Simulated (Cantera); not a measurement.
# Adiabatic ignition

An adiabatic, constant-pressure homogeneous reactor starts with H2 : O2 : N2 = 1 : 0.263 : 0.989 (molar parts), equivalence ratio 1.9, at 1175 K and 2400 Torr.

Cantera simulation using GRI-Mech 3.0 (53 species, 325 reactions); the numbers are that mechanism's predictions, not measurements. The hydrogen kinetics of GRI-Mech 3.0 are dated; newer H2 mechanisms differ, most at raised pressure.

```csv
t (s),T (K),x H2,x O2,x H2O2,x H,x NO
2.00e-6,1175,0.444,0.117,1.42e-10,2.04e-8,<1e-12
7.02e-6,1175,0.444,0.117,5.65e-9,3.67e-7,<1e-12
2.47e-5,1303,0.412,0.102,6.44e-6,0.0124,2.84e-8
8.66e-5,2694,0.229,0.000131,6.18e-8,0.0191,6.88e-5
0.000304,2716,0.230,9.48e-5,4.82e-8,0.0163,0.000156
0.00107,2714,0.231,9.35e-5,4.78e-8,0.0162,0.000377
0.00375,2713,0.231,9.26e-5,4.74e-8,0.0162,0.000536
0.0132,2713,0.231,9.26e-5,4.74e-8,0.0162,0.000540
0.0462,2713,0.231,9.26e-5,4.74e-8,0.0162,0.000540
0.162,2713,0.231,9.26e-5,4.74e-8,0.0162,0.000540
0.570,2713,0.231,9.26e-5,4.74e-8,0.0162,0.000540
2.00,2713,0.231,9.26e-5,4.74e-8,0.0162,0.000540
```
x: mole fraction; the columns are a selection and need not sum to one.

The time of steepest temperature rise comes out as 26.0 µs, the temperature at 2.00 s is 2713 K and the equilibrium temperature comes out as 2713 K. The x(H2) at 2.00 s comes out as 0.231 (gas-phase equilibrium 0.231) and the x(O2) at 2.00 s is 9.26e-5 (gas-phase equilibrium 9.26e-5). The x(H2O2) at 2.00 s is 4.74e-8 (gas-phase equilibrium 4.74e-8).
